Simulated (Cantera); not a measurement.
A perfectly stirred reactor is fed with CH4 : O2 : N2 = 1 : 2 : 7.52 (molar parts), equivalence ratio 1.0, at 1.01 bar; it is adiabatic with a 675 K inlet, and is followed from long to short residence time, starting on the burning branch (τ in s: 0.49, 0.13, 0.033, 0.0087, 0.0023, 0.00059, 0.00015, 4e-05, 1e-05).

Cantera simulation using GRI-Mech 3.0 (53 species, 325 reactions); the numbers are that mechanism's predictions, not measurements.

**Question.** What does this change do: pressure from 1.01 bar to 10.0 bar?

**Answer.** 
```csv
quantity,before,after
"blow-out, bracketed by the residence times tried","burning at 40.0 µs, out at 10.0 µs","burning at 10.0 µs, the shortest tried"
x(CH4) at τ = 0.490 s,3.45e-7,7.20e-8
x(O2) at τ = 0.490 s,0.00880,0.00527
x(CH3) at τ = 0.490 s,2.17e-7,4.58e-8
x(HCN) at τ = 0.490 s,7.15e-8,2.15e-8
x(O) at τ = 0.490 s,0.000826,0.000296
x(CH4) at τ = 2.30 ms,3.81e-5,1.27e-5
x(O2) at τ = 2.30 ms,0.0157,0.00696
x(CH3) at τ = 2.30 ms,2.03e-5,8.01e-6
x(HCN) at τ = 2.30 ms,1.03e-6,1.55e-6
x(O) at τ = 2.30 ms,0.00232,0.000393
```

**Question.** What does this change do: O2 2 to 1.5 parts?

**Answer.** 
```tsv
quantity	before	after
blow-out, bracketed by the residence times tried	burning at 40.0 µs, out at 10.0 µs	burning at 0.590 ms, out at 0.150 ms
x(CH4) at τ = 0.490 s	3.45e-7	2.51e-5
x(O2) at τ = 0.490 s	0.00880	3.14e-5
x(CH3) at τ = 0.490 s	2.17e-7	8.66e-6
x(HCN) at τ = 0.490 s	7.15e-8	4.06e-6
x(O) at τ = 0.490 s	0.000826	4.99e-6
x(CH4) at τ = 2.30 ms	3.81e-5	0.000246
x(O2) at τ = 2.30 ms	0.0157	0.00125
x(CH3) at τ = 2.30 ms	2.03e-5	0.000177
x(HCN) at τ = 2.30 ms	1.03e-6	8.65e-5
x(O) at τ = 2.30 ms	0.00232	0.000127
```
